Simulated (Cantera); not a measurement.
A Cantera script and what it prints.

```python
import numpy as np
import cantera as ct

gas_names = """
    CL CL2 H HCL H2 N NH NH2 NH3 N2 N2H2 N2H4 Si SiCL SiCL2 SiCL3 SiCL4 SiH SiHCL3 SiH2 SiH2CL2 SiH3
    SiH3CL SiH4 SiN Si2 Si2N Si3
""".split()
cond_names = """
    NH4CL(a) NH4CL(b) Si(cr) Si(L) Si3N4(a)
""".split()


# ... load() reads the species with a 1 bar reference pressure and builds the phases ...
atoms = {
    'SiHCl3': {'Si': 1, 'H': 1, 'CL': 3},
    'N2': {'N': 2},
}
top_T = {'Si3N4(a)': 2400}  # K; cautious upper limits of use, not melting points


# ... equilibrate(T, P, feed) seeds the gas with the atoms and calls Mixture.equilibrate('TP', solver="vcs", rtol=1e-11, max_steps=5000) ...
results = []
feed = {'SiHCl3': 1, 'N2': 5.1}  # mol
P = 133.322  # Pa
for T in [700, 800, 900, 1000, 1100, 1200, 1300, 1400, 1500, 1600, 1700, 1800, 1900, 2000]:
    mix = equilibrate(T, P, feed)
    results.append((T, P, feed, dict(zip(mix.species_names, mix.species_moles))))

top = {s: max(r[3][s] / sum(r[3][g] for g in gas_names) for r in results) for s in gas_names}
cols = sorted((s for s in top if top[s] > 1e-06), key=lambda s: -top[s])[:6]
seen = [c for c in cond_names if any(r[3].get(c, 0) > 1e-12 for r in results)]
print("log10 of partial pressures in bar; condensed amounts in mol")
print(f"{'T/K':>10s}" + "".join(f"{s[:9]:>10s}" for s in cols + seen))
for T, P, feed, n in results:
    ng = sum(n[g] for g in gas_names)
    print(f"{T:10.4g}" + "".join(f"{np.log10(max(n[s] / ng * P / 1e5, 1e-99)):10.3f}" for s in cols)
          + "".join(f"{n.get(c, 0):10.4g}" for c in seen))
```

Result:

```
log10 of partial pressures in bar; condensed amounts in mol
       T/K        N2       HCL     SiCL2     SiCL4        CL        H2  Si3N4(a)
       700    -2.988    -3.810   -14.013    -3.916   -15.091    -4.533    0.1438
       800    -2.989    -3.778   -11.364    -3.927   -12.985    -4.632    0.1484
       900    -2.990    -3.758    -9.311    -3.935   -11.343    -4.715    0.1515
      1000    -2.991    -3.744    -7.674    -3.941   -10.028    -4.783    0.1536
      1100    -2.991    -3.736    -6.342    -3.951    -8.952    -4.838    0.1541
      1200    -2.993    -3.733    -5.249    -3.985    -8.060    -4.878    0.1484
      1300    -2.998    -3.746    -4.390    -4.140    -7.337    -4.879    0.1139
      1400    -3.010    -3.802    -3.872    -4.705    -6.824    -4.749   0.02494
      1500    -3.014    -3.795    -3.778    -5.241    -6.227    -4.833         0
      1600    -3.016    -3.772    -3.760    -5.633    -5.634    -5.009         0
      1700    -3.018    -3.767    -3.748    -6.092    -5.166    -5.084         0
      1800    -3.021    -3.777    -3.741    -6.655    -4.826    -5.026         0
      1900    -3.023    -3.801    -3.741    -7.265    -4.572    -4.903         0
      2000    -3.028    -3.837    -3.752    -7.843    -4.354    -4.799         0
```

Cantera equilibrium calculation (NASA polynomials, part measured and part estimated; ideal gas, pure solids and liquids). N2 is the only nitrogen source here; it is nearly inert below about 1500 K, so the nitride shown seldom forms there in practice. The tables' values for SiCl3, SiCl, SiN are old estimates; treat these amounts as uncertain.
